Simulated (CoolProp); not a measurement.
Vapour-liquid equilibrium of fluoroethane (R161) (1) + R227EA (2) at 11.9 bar; x and y are mole fractions of (1).

Values from CoolProp's multi-fluid Helmholtz-energy mixture model, Wu 2012 and Lemmon 2016; pair parameters Bell 2016.

```tsv
x	bubble temperature, mixture model (°C)	bubble temperature, Raoult's law (°C)	y, mixture model	y, Raoult's law
0.05	…	58.8	…	0.089
0.15	…	55.5	0.175	0.248
0.25	57.7	52.5	…	0.385
0.35	…	49.6	0.440	0.505
0.45	52.2	46.9	…	0.609
0.55	48.8	44.4	0.679	0.701
0.65	45.4	42.0	0.775	0.782
0.75	42.1	39.7	0.855	0.854
0.85	38.9	37.6	…	0.917
0.95	36.0	35.5	0.976	0.974
```

Q: What belongs in the gaps?

A: 
- 0.05, bubble temperature, mixture model (°C): 60.3
- 0.05, y, mixture model: 0.054
- 0.15, bubble temperature, mixture model (°C): 59.4
- 0.25, y, mixture model: 0.307
- 0.35, bubble temperature, mixture model (°C): 55.2
- 0.45, y, mixture model: 0.566
- 0.85, y, mixture model: 0.922

The largest gap from Raoult's law is +5.6 K in bubble temperature, at x = 0.35. No azeotrope shows between x = 0.05 and 0.95.

Pair parameters are fitted to limited data, so mixtures are less certain than the pure fluids.
